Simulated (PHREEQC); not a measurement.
A solution holds 0.0056 mol/kgw Cu(NO3)2, 0.28 mol/kgw HNO3 and 0.00023 mol/kgw Na2SO4, at 25 °C. Closed to the air; pH follows from the charge balance.

Equilibrium calculation in PHREEQC: ion-association model, phreeqc.dat.

```tsv
quantity	before	after
pH	0.66	0.66
HSO4- (mol/kgw)	0.000200	0.000210
SO4-2 (mol/kgw)	2.74e-5	1.87e-5
CuSO4 (mol/kgw)	2.15e-6	1.53e-6
NaSO4- (mol/kgw)	1.61e-8	1.18e-8
```

### Question
What was changed between the two runs?
A. temperature from 25 to 85 °C
B. Na2SO4 from 0.00023 to 0.000207 mol/kgw
C. temperature from 25 to 45 °C

### Answer
C, temperature from 25 to 45 °C

Precipitation was switched off in this run. Away from 25 °C the constants follow the database's enthalpies or fits; those with neither stay at their 25 °C values.
